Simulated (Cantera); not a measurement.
Input (Python, Cantera):

```python
import numpy as np
import cantera as ct

gas = ct.Solution("gri30.yaml")
gas.TPX = 573, 270000, {'CH4': 1, 'O2': 2.44, 'N2': 9.17}
flame = ct.FreeFlame(gas, width=0.02)
flame.set_refine_criteria(ratio=3, slope=0.08, curve=0.16)
flame.transport_model = "mixture-averaged"
flame.solve(loglevel=0, auto=True)
flame.transport_model = "multicomponent"
flame.soret_enabled = False
flame.solve(loglevel=0, refine_grid=True)
z, T = flame.grid, flame.T
thick = (T[-1] - T[0]) / np.gradient(T, z).max()
show = ['CH4', 'O2', 'NO', 'CO', 'N2O', 'HO2']
print(f"laminar burning velocity  {flame.velocity[0] * 100:.3f} cm/s")
print(f"burnt temperature         {T[-1]:.1f} K")
print(f"thermal thickness         {thick * 1e3:.4f} mm")
print(f"grid points               {len(z)}")
z0 = z[flame.heat_release_rate.argmax()]
print(f"{'z/mm':>9s}{'T/K':>9s}{'u/(m/s)':>9s}" + "".join(f"{s:>11s}" for s in show))
rows = []
for k in (-3, -2, -1.5, -1, -0.5, -0.25, 0, 0.25, 0.5, 1, 2, 4, 8):
    zz = z0 + k * thick
    rows.append([k * thick, np.interp(zz, z, T), np.interp(zz, z, flame.velocity),
                 *(np.interp(zz, z, flame.X[gas.species_index(s)]) for s in show)])
    print(f"{rows[-1][0] * 1e3:9.3f}{rows[-1][1]:9.1f}{rows[-1][2]:9.3f}" + "".join(f"{x:11.3e}" for x in rows[-1][3:]))
```

Output:

```
laminar burning velocity  70.660 cm/s
burnt temperature         2220.2 K
thermal thickness         0.1787 mm
grid points               144
     z/mm      T/K  u/(m/s)        CH4         O2         NO         CO        N2O        HO2
   -0.536    573.5    0.708  7.922e-02  1.933e-01  4.403e-10  7.027e-06  6.341e-12  1.329e-07
   -0.357    577.2    0.713  7.892e-02  1.929e-01  4.497e-09  7.017e-05  8.804e-11  1.320e-06
   -0.268    589.3    0.729  7.810e-02  1.918e-01  1.991e-08  2.974e-04  4.739e-10  5.588e-06
   -0.179    656.5    0.815  7.400e-02  1.864e-01  1.411e-07  1.743e-03  4.070e-09  3.326e-05
   -0.089   1012.4    1.269  5.233e-02  1.557e-01  1.534e-06  1.149e-02  4.353e-08  1.594e-04
   -0.045   1382.8    1.744  2.861e-02  1.192e-01  3.742e-06  2.376e-02  1.133e-07  2.225e-04
    0.000   1750.4    2.215  6.210e-03  7.664e-02  7.346e-06  3.462e-02  2.433e-07  1.433e-04
    0.045   1910.2    2.410  3.248e-04  5.361e-02  1.179e-05  2.933e-02  4.151e-07  3.254e-05
    0.089   1974.6    2.480  8.713e-06  4.626e-02  1.523e-05  2.074e-02  5.309e-07  1.821e-05
    0.179   2052.7    2.564  1.089e-08  4.149e-02  2.024e-05  1.255e-02  6.131e-07  1.186e-05
    0.357   2129.3    2.648  2.244e-13  3.837e-02  2.763e-05  7.468e-03  6.661e-07  6.805e-06
    0.715   2184.3    2.707  5.079e-17  3.644e-02  3.753e-05  4.187e-03  6.355e-07  3.941e-06
    1.430   2211.8    2.737  8.248e-18  3.554e-02  5.000e-05  2.354e-03  5.076e-07  2.901e-06
```

Cantera simulation using GRI-Mech 3.0 (53 species, 325 reactions); the numbers are that mechanism's predictions, not measurements. Burning velocities carry a grid error of a few per cent, more on coarse grids.
